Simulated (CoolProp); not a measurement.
CF4 (R14) along the isotherm 226.85 °C: density (kg/m³) from the reference equation and from simpler models built on Tc = -45.8 °C, pc = 3.762 MPa, ω = 0.178; each cubic takes its own stable root.

Computed with CoolProp (reference Helmholtz-energy equation of state, Platzer 1990). This equation is an older, rougher fit; its heat capacities, sound speeds and derivatives of the liquid may be far off and weren't checked against measurements.

| p (MPa) | phase | reference |
|---|---|---|
| 4.18 | supercritical | 88.11 |
| 8.36 | supercritical | 174.9 |
| 12.5 | supercritical | 258.1 |
| 16.7 | supercritical | 338.0 |
| 20.9 | supercritical | 412.0 |
| 25.1 | supercritical | 479.3 |
| 29.3 | supercritical | 539.9 |
| 33.4 | supercritical | 593.1 |
| 37.6 | supercritical | 642.1 |

Q: How far does each simpler model (ideal gas, Peng-Robinson) lie from the reference over these 9 states: mean and median of the absolute difference, and the worst?

A: 
- ideal gas: mean 9.4 %, median 7.4 %, worst +24.0 % at 226.85 °C and 37.6 MPa
- Peng-Robinson: mean 2.6 %, median 2.1 %, worst +5.4 % at 226.85 °C and 37.6 MPa
